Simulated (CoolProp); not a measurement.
Properties of decamethyltetrasiloxane (MD2M) along the isobar 131 kPa.

Model: reference Helmholtz-energy equation of state, Thol 2017, in CoolProp.

```
T (K)   phase  density (kg/m³)  Joule-Thomson coefficient (K/MPa)  isothermal compressibility (1/MPa)
-----  ------  ---------------  ---------------------------------  ----------------------------------
213.7  liquid            934.9                            -0.5224                           0.0008745
222.7  liquid            925.4                            -0.5168                           0.0009334
231.7  liquid            916.0                            -0.5103                           0.0009966
240.7  liquid            906.7                            -0.5030                            0.001064
249.7  liquid            897.5                            -0.4951                            0.001137
258.7  liquid            888.3                            -0.4865                            0.001216
267.7  liquid            879.2                            -0.4776                            0.001301
276.7  liquid            870.2                            -0.4682                            0.001392
285.7  liquid            861.2                            -0.4584                            0.001491
294.6  liquid            852.3                            -0.4484                            0.001598
303.6  liquid            843.4                            -0.4380                            0.001715
```
